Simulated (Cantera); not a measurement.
Feed: 1 mol (CH₃)₂SiCl₂, a varied amount of CH₄, 660 mol H₂, equilibrated at 1850 °C and 2.33 Torr.

These are equilibrium values from Cantera (NASA tables, ideal gas, pure condensed phases), not measurements of a reactor. Candidate condensed phases: C, C₆H₆, C₇H₈, C₈H₁₈, Si, SiC; 109 gas species. The feed counts by its element totals alone. Equilibrium is a limit: real reactors are often held back by kinetics, nucleation or transport.

log p: log10 of the partial pressure in bar; n: condensed amount in mol.

```csv
n(CH₄) (mol),log p H₂,log p H,log p HCl,log p C₂H₂ (acetylene),n C(graphite)
0.083,-2.54,-3.71,-5.07,-5.36,0
0.11,-2.54,-3.71,-5.07,-5.35,0
0.14,-2.54,-3.71,-5.07,-5.34,0
0.19,-2.54,-3.71,-5.07,-5.33,0
0.25,-2.54,-3.71,-5.07,-5.32,0
0.33,-2.54,-3.71,-5.07,-5.32,?
0.44,-2.54,-3.71,-5.07,-5.32,?
0.57,-2.54,-3.71,-5.07,-5.32,?
0.76,-2.54,-3.71,-5.07,-5.32,?
1,-2.54,-3.71,-5.07,-5.32,?
1.3,-2.54,-3.71,-5.07,-5.32,?
1.7,-2.54,-3.71,-5.07,-5.32,?
```

Task: Fill in the missing entries.

Result: 
- 0.33, n C(graphite): 0.0637
- 0.44, n C(graphite): 0.173
- 0.57, n C(graphite): 0.302
- 0.76, n C(graphite): 0.491
- 1, n C(graphite): 0.729
- 1.3, n C(graphite): 1.03
- 1.7, n C(graphite): 1.42
